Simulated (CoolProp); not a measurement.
A single-stage vapour-compression cycle with chlorine: evaporating at 222.15 K (dew point), condensing at 250.15 K (bubble point), superheat 5 K, subcooling 2 K, compressor efficiency 0.7, no pressure losses. Each further row changes one setting.

The numbers come from the reference Helmholtz-energy equation of state, Thol 2021 in CoolProp.

```
case                              cooling COP  pressure ratio  discharge temperature (K)  refrigerating effect (kJ/kg)  volumetric capacity (kJ/m³)
--------------------------------  -----------  --------------  -------------------------  ----------------------------  ---------------------------
as stated                                4.86            3.58                      346.8                           274                          468
evaporating temperature 227.15 K         6.21            2.78                      327.1                           276                          596
condensing temperature 245.15 K          6.05            2.92                      325.6                           279                          476
subcooling 7 K                           4.95            3.58                      346.8                           279                          476
superheat 15 K                           4.74            3.58                      361.2                           279                          455
compressor efficiency 0.6                4.17            3.58                      365.6                           274                          468
```
